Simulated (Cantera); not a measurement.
Feed: 1 mol CH3SiCl3, 2 mol CH4, 5 mol H2, at 1925 °C and 670 Pa.

These are equilibrium values from Cantera (NASA tables, ideal gas, pure condensed phases), not measurements of a reactor. The feed counts by its element totals alone. The tables' values for SiCl, SiCl3 are old estimates; treat these amounts as uncertain. Gases not in the tables: Si2H6 and higher silanes. Kinetics and transport are ignored.

```tsv
species	before	after
H2	0.707	0.758
HCl	0.202	0.220
SiCl2	0.0119	0.0132
H	0.0572	0.00485
Cl	0.0119	0.00103
SiCl4	6.04e-8	1.11e-5
SiHCl3	1.18e-7	2.12e-5
CH4	8.83e-7	0.000152
Si2C	0.000335	2.25e-6
SiC2	0.000549	3.68e-6
Si	0.00576	3.86e-5
C(graphite), mol	2.19	2.12
SiC(s), mol	0.742	0.833
```
Gas species are given as mole fractions.

Problem. Name the change that produced these shifts.
A) pressure from 670 Pa to 7200 Pa
B) H2 from 5 to 930 mol
C) CH4 from 2 to 0.23 mol
D) pressure from 670 Pa to 100000 Pa

Solution. D, pressure from 670 Pa to 100000 Pa. The tables' values for SiCl3, SiCl are old estimates; treat these amounts as uncertain
